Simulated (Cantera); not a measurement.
Cantera with NASA thermochemical tables; ideal gases at 1 bar, condensed phases pure. Values are per mole of reaction as written; species without (g) are pure solids or liquids, kept so even where they would boil at 1 bar.

2 Cl(g) + Ca(g) → CaCl2

```csv
T (K),ΔH° (kJ),ΔS° (J/K),ΔG° (kJ),log10 K
2323,-1128.2,-306.9,-415.2,9.34
2348,-1127.2,-306.5,-407.6,9.07
2373,-1126.2,-306.1,-399.9,8.80
2398,…,…,…,…
2423,-1124.3,-305.3,-384.6,8.29
2448,-1123.3,-304.9,-377.0,8.04
2473,…,…,…,…
2498,-1121.4,-304.1,-361.8,7.57
2523,-1120.5,-303.7,-354.2,7.33
2548,-1119.5,-303.3,-346.6,7.11
2573,-1118.6,-303.0,-339.0,6.88
```

Q: Complete the blanks.

A: 
- 2398, ΔH° (kJ): -1125.3
- 2398, ΔS° (J/K): -305.7
- 2398, ΔG° (kJ): -392.3
- 2398, log10 K: 8.54
- 2473, ΔH° (kJ): -1122.4
- 2473, ΔS° (J/K): -304.5
- 2473, ΔG° (kJ): -369.4
- 2473, log10 K: 7.80
